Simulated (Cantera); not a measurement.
**Cu₂O + CO + C (carbothermic reduction)**

Feed: 1 mol Cu₂O, 1.1 mol CO, 2 mol C, at 5200 Pa.

These are equilibrium values from Cantera (NASA tables, ideal gas, pure condensed phases), not measurements of a reactor. Candidate condensed phases: C, Cu, CuO, Cu₂O; 15 gas species. Rates play no part.

```json
[
 {"T (K)": "1198", "log p CO": "-1.28", "log p Cu": "-7.93", "log p Cu₂": "-12.49", "log p CO₂": "-4.28", "n C(graphite)": "1.00", "n Cu(s)": "2.00", "n Cu(l)": "0"},
 {"T (K)": "1348", "log p CO": "-1.28", "log p Cu": "-6.33", "log p Cu₂": "-10.22", "log p CO₂": "-5.09", "n C(graphite)": "1.00", "n Cu(s)": "2.00", "n Cu(l)": "0"},
 {"T (K)": "1498", "log p CO": "-1.28", "log p Cu": "-5.10", "log p Cu₂": "-8.51", "log p CO₂": "-5.74", "n C(graphite)": "1.00", "n Cu(s)": "0", "n Cu(l)": "2.00"},
 {"T (K)": "1648", "log p CO": "-1.28", "log p Cu": "-4.10", "log p Cu₂": "-7.13", "log p CO₂": "-6.26", "n C(graphite)": "1.00", "n Cu(s)": "0", "n Cu(l)": "2.00"},
 {"T (K)": "1798", "log p CO": "-1.29", "log p Cu": "-3.28", "log p Cu₂": "-6.00", "log p CO₂": "-6.70", "n C(graphite)": "1.00", "n Cu(s)": "0", "n Cu(l)": "1.98"},
 {"T (K)": "1948", "log p CO": "-1.31", "log p Cu": "-2.58", "log p Cu₂": "-5.04", "log p CO₂": "-7.09", "n C(graphite)": "1.00", "n Cu(s)": "0", "n Cu(l)": "1.89"},
 {"T (K)": "2098", "log p CO": "-1.38", "log p Cu": "-1.99", "log p Cu₂": "-4.24", "log p CO₂": "-7.55", "n C(graphite)": "1.00", "n Cu(s)": "0", "n Cu(l)": "1.48"}
]
```
log p: log10 of the partial pressure in bar; n: condensed amount in mol.

From 1198 K to 1348 K the condensed part is C(graphite) + Cu(s). From 1498 K to 2098 K the condensed part is C(graphite) + Cu(l). The main Cu-bearing gas is Cu throughout.
